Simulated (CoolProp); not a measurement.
Normal hydrogen at 298.15 K and 0.281 MPa is compressed adiabatically to 1.58 MPa with isentropic efficiency 0.8. Each further row changes one setting.

Model: reference Helmholtz-energy equation of state, Leachman 2009, in CoolProp.

```
case             work (kJ/kg)  final temperature (K)  final density (kg/m³)
---------------  ------------  ---------------------  ---------------------
as stated                3450                  535.6                  0.711
efficiency 1             2760                  488.2                  0.780
efficiency 0.65          4240                  590.3                  0.646
```
